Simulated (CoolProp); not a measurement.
Vapour-liquid equilibrium of carbon dioxide (1) + ethane (2) at 230.6 K; x and y are mole fractions of (1).

The numbers come from the multi-fluid Helmholtz-energy mixture model, Span 1996 and Bücker 2006; pair parameters Kunz 2012 in CoolProp.

Give the bubble pressure and the first vapour's composition at x = 0.15, 0.35, 0.65. Is there an azeotrope?

x = 0.15: 0.9234 MPa, y = 0.304; x = 0.35: 1.081 MPa, y = 0.495; x = 0.65: 1.145 MPa, y = 0.642. y crosses x between x = 0.55 and 0.65: the model has an azeotrope there.

Pair parameters are fitted to limited data, so mixtures are less certain than the pure fluids.
